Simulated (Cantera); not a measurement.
Input: 1 mol Pb, 12 mol N₂, 2.6 mol O₂, at 1000 Pa.

These are equilibrium values from Cantera (NASA tables, ideal gas, pure condensed phases), not measurements of a reactor. Candidate condensed phases: Pb, PbO, PbO₂, Pb₃O₄; 12 gas species. The numbers say what is thermodynamically allowed, not how fast it happens.

Q: At 827 °C, list the 4 most abundant gas species with their mole fractions, and the condensed phases.

A: N₂ 0.850, O₂ 0.149, PbO 0.000619, NO 7.43e-5. Condensed: PbO(yellow).
